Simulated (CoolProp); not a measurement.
Vapour-liquid equilibrium of R1234yf (1) + R227EA (2) at 340.9 K; x and y are mole fractions of (1).

Model: multi-fluid Helmholtz-energy mixture model, Lemmon 2022 and Lemmon 2016; pair parameters Bell 2016, in CoolProp.

Q: Give the bubble pressure and the first vapour's composition at x = 0.05, 0.35, 0.65. Is there an azeotrope?

A: x = 0.05: 14.39 bar, y = 0.061; x = 0.35: 15.96 bar, y = 0.394; x = 0.65: 17.54 bar, y = 0.690. No azeotrope shows between x = 0.05 and 0.95.

Pair parameters are fitted to limited data, so mixtures are less certain than the pure fluids.
